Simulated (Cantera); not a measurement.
A Cantera script and its output.

```python
import numpy as np
import cantera as ct

gas = ct.Solution("gri30.yaml")
gas.TPX = 1148, 101325, {'CH4': 1, 'C2H6': 0.087, 'O2': 0.911, 'N2': 3.42}
reactor = ct.IdealGasConstPressureReactor(gas, energy="on", clone=False)
net = ct.ReactorNet([reactor])
net.rtol, net.atol = 1e-08, 1e-16
show = ['CH4', 'C2H6', 'O2', 'OH', 'O', 'CH2', 'HO2']
times = np.geomspace(8e-06, 0.3, 14)

steps = ct.SolutionArray(gas, extra=["t"])
rows = []
print(f"{'t/s':>10s}{'T/K':>9s}{'P/Pa':>11s}" + "".join(f"{s:>11s}" for s in show))
for t in times:
    while net.time < t:
        t_next = net.step()
        steps.append(gas.state, t=t_next)
    rows.append([np.interp(t, steps.t, y) for y in (steps.T, steps.P, *steps(*show).X.T)])
    print(f"{t:10.3e}{rows[-1][0]:9.1f}{rows[-1][1]:11.4g}" + "".join(f"{x:11.3e}" for x in rows[-1][2:]))
rate = np.gradient(steps.T, steps.t)
print("integrator steps:", len(steps.t))
if steps.T.max() > steps.T[0] + 200:
    print(f"time of steepest temperature rise: {steps.t[rate.argmax()]:.4e} s")
gas.TPX = 1148, 101325, {'CH4': 1, 'C2H6': 0.087, 'O2': 0.911, 'N2': 3.42}
gas.equilibrate("HP")
print(f"equilibrium (HP): T = {gas.T:.1f} K  " + "  ".join(f"{s} {gas[s].X[0]:.3e}" for s in show))
```

Output:

```
       t/s      T/K       P/Pa        CH4       C2H6         O2         OH          O        CH2        HO2
 8.000e-06   1148.0  1.013e+05  1.846e-01  1.606e-02  1.681e-01  9.001e-12  3.514e-12  1.675e-17  4.424e-09
 1.799e-05   1148.0  1.013e+05  1.846e-01  1.606e-02  1.681e-01  2.059e-11  8.078e-12  8.468e-17  1.127e-08
 4.044e-05   1148.0  1.013e+05  1.846e-01  1.606e-02  1.681e-01  4.669e-11  1.824e-11  4.169e-16  3.248e-08
 9.092e-05   1148.0  1.013e+05  1.846e-01  1.606e-02  1.681e-01  1.071e-10  4.034e-11  1.967e-15  1.074e-07
 2.044e-04   1148.0  1.013e+05  1.846e-01  1.606e-02  1.681e-01  2.679e-10  8.901e-11  8.831e-15  3.907e-07
 4.596e-04   1148.0  1.013e+05  1.846e-01  1.605e-02  1.681e-01  8.530e-10  2.128e-10  4.032e-14  1.411e-06
 1.033e-03   1148.0  1.013e+05  1.846e-01  1.605e-02  1.681e-01  3.754e-09  6.873e-10  2.633e-13  4.490e-06
 2.323e-03   1148.2  1.013e+05  1.845e-01  1.599e-02  1.681e-01  1.922e-08  3.145e-09  2.966e-12  1.093e-05
 5.223e-03   1150.2  1.013e+05  1.840e-01  1.572e-02  1.676e-01  4.581e-08  7.269e-09  1.103e-11  1.682e-05
 1.174e-02   1164.6  1.013e+05  1.806e-01  1.437e-02  1.644e-01  1.923e-07  2.897e-08  8.889e-11  3.843e-05
 2.640e-02   1990.4  1.013e+05  3.670e-03  6.985e-07  1.579e-08  3.922e-05  6.493e-08  1.315e-06  1.641e-11
 5.935e-02   1966.4  1.013e+05  1.835e-03  1.371e-07  6.833e-09  2.304e-05  4.016e-08  3.575e-07  6.053e-12
 1.334e-01   1954.1  1.013e+05  5.064e-04  9.447e-09  4.627e-09  1.810e-05  3.117e-08  7.190e-08  3.897e-12
 3.000e-01   1950.5  1.013e+05  1.252e-05  5.899e-12  4.271e-09  1.726e-05  2.948e-08  1.627e-09  3.579e-12
integrator steps: 2190
time of steepest temperature rise: 1.7557e-02 s
equilibrium (HP): T = 1950.5 K  CH4 2.047e-09  C2H6 2.219e-19  O2 4.303e-09  OH 1.733e-05  O 2.971e-08  CH2 2.733e-13  HO2 3.602e-12
```

Detailed kinetics in Cantera: GRI-Mech 3.0 (53 species, 325 reactions).
